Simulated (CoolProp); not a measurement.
Model: reference Helmholtz-energy equation of state, Colonna 2008, in CoolProp. It is a short technical equation, of lower accuracy than the large ones.

### Question
For dodecamethylcyclohexasiloxane (D6), give the phase and the cp (kJ/(kg K)), Joule-Thomson coefficient (K/MPa), isothermal compressibility (1/MPa), fugacity coefficient at 620 K and 0.342 MPa.

### Answer
- 620 K and 0.342 MPa: gas; cp 1.99, Joule-Thomson coefficient 13.4, isothermal compressibility 3.66, fugacity coefficient 0.837
